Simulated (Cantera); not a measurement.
Cantera run:

```python
import numpy as np
import cantera as ct

gas_names = """
    H HNO HNO2 HNO3 HO2 H2 H2O H2O2 N NH NH2 NH3 NH2OH NO NO2 NO3 N2 N2H2 N2H4 N2O O OH O2 O3 Si SiH
    SiH2 SiH3 SiH4 SiN SiO SiO2 Si2 Si2N Si3
""".split()
cond_names = """
    H2O(s) H2O(L) Si(cr) Si(L) SiO2(Lqz) SiO2(hqz) SiO2(L) Si2N2O(s) Si3N4(a)
""".split()


# ... load() reads the species with a 1 bar reference pressure and builds the phases ...
atoms = {
    'Si3N4': {'Si': 3, 'N': 4},
    'H2O': {'H': 2, 'O': 1},
    'H2': {'H': 2},
}
top_T = {'Si2N2O(s)': 2100, 'Si3N4(a)': 2400}  # K; cautious upper limits of use, not melting points


# ... equilibrate(T, P, feed) seeds the gas with the atoms and calls Mixture.equilibrate('TP', solver="vcs", rtol=1e-11, max_steps=5000) ...
results = []
feed = {'Si3N4': 1, 'H2O': 0.0019, 'H2': 2.1}  # mol
P = 1000  # Pa
for T in [1623, 1673, 1723, 1773, 1823, 1873, 1923, 1973, 2023, 2073]:
    mix = equilibrate(T, P, feed)
    results.append((T, P, feed, dict(zip(mix.species_names, mix.species_moles))))
    x = sorted(zip(gas.X, gas.species_names), reverse=True)
    print(f"T = {T:g} K  P = {P:g} Pa  gas = {mix.phase_moles(0):.4g} mol")
    print("   x: " + "  ".join(f"{s} {v:.3e}" for v, s in x if v > 0.001))
    print("   condensed (mol): " + ("  ".join(f"{mix.phase(i).name} {mix.phase_moles(i):.4g}"
          for i in range(1, mix.n_phases) if mix.phase_moles(i) > 1e-12) or "none"))
```

It prints:

```
T = 1623 K  P = 1000 Pa  gas = 2.202 mol
   x: H2 9.542e-01  N2 4.421e-02
   condensed (mol): Si(cr) 0.1441  Si3N4(a) 0.9513
T = 1673 K  P = 1000 Pa  gas = 2.338 mol
   x: H2 8.985e-01  N2 9.953e-02  H 1.079e-03
   condensed (mol): Si(cr) 0.347  Si3N4(a) 0.8837
T = 1723 K  P = 1000 Pa  gas = 2.759 mol
   x: H2 7.610e-01  N2 2.366e-01  H 1.591e-03
   condensed (mol): Si(L) 0.9767  Si3N4(a) 0.6737
T = 1773 K  P = 1000 Pa  gas = 4.109 mol
   x: H2 5.105e-01  N2 4.867e-01  H 2.033e-03
   condensed (mol): Si(L) 2.997
T = 1823 K  P = 1000 Pa  gas = 4.112 mol
   x: H2 5.096e-01  N2 4.863e-01  H 3.093e-03
   condensed (mol): Si(L) 2.996
T = 1873 K  P = 1000 Pa  gas = 4.117 mol
   x: H2 5.082e-01  N2 4.857e-01  H 4.601e-03
   condensed (mol): Si(L) 2.994
T = 1923 K  P = 1000 Pa  gas = 4.125 mol
   x: H2 5.061e-01  N2 4.848e-01  H 6.702e-03  Si 1.696e-03
   condensed (mol): Si(L) 2.99
T = 1973 K  P = 1000 Pa  gas = 4.137 mol
   x: H2 5.031e-01  N2 4.833e-01  H 9.571e-03  Si 3.155e-03
   condensed (mol): Si(L) 2.983
T = 2023 K  P = 1000 Pa  gas = 4.157 mol
   x: H2 4.988e-01  N2 4.810e-01  H 1.341e-02  Si 5.689e-03
   condensed (mol): Si(L) 2.971
T = 2073 K  P = 1000 Pa  gas = 4.186 mol
   x: H2 4.926e-01  N2 4.776e-01  H 1.846e-02  Si 9.968e-03
   condensed (mol): Si(L) 2.951
```

Cantera equilibrium calculation (NASA polynomials, part measured and part estimated; ideal gas, pure solids and liquids). Mutual solubility and eutectic melting of coexisting phases are not modelled. The tables' values for SiN are old estimates; treat these amounts as uncertain. Gases not in the tables: Si2H6 and higher silanes.
